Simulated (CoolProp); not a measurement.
A simple Rankine cycle with toluene: condensing at 328.15 K, boiler at 3.24 MPa, turbine inlet 574.3 K, turbine efficiency 0.65, pump efficiency 0.8, no recuperator. Each further row changes one setting.

Values from CoolProp's reference Helmholtz-energy equation of state, Lemmon 2006. It is a short technical equation, of lower accuracy than the large ones.

```json
[
 {"case": "as stated", "thermal efficiency (%)": "18.3", "net work (kJ/kg)": "130", "heat in (kJ/kg)": "711", "turbine exit temperature (K)": "453.2", "volume ratio over the turbine": "325"},
 {"case": "turbine inlet 594.3 K", "thermal efficiency (%)": "18.3", "net work (kJ/kg)": "141", "heat in (kJ/kg)": "774", "turbine exit temperature (K)": "482.7", "volume ratio over the turbine": "276"},
 {"case": "condensing temperature 320.15 K", "thermal efficiency (%)": "19.0", "net work (kJ/kg)": "138", "heat in (kJ/kg)": "725", "turbine exit temperature (K)": "448.4", "volume ratio over the turbine": "452"},
 {"case": "boiler pressure 2.27 MPa", "thermal efficiency (%)": "17.6", "net work (kJ/kg)": "134", "heat in (kJ/kg)": "757", "turbine exit temperature (K)": "477.6", "volume ratio over the turbine": "171"},
 {"case": "turbine efficiency 0.55", "thermal efficiency (%)": "15.4", "net work (kJ/kg)": "109", "heat in (kJ/kg)": "711", "turbine exit temperature (K)": "465.3", "volume ratio over the turbine": "334"}
]
```
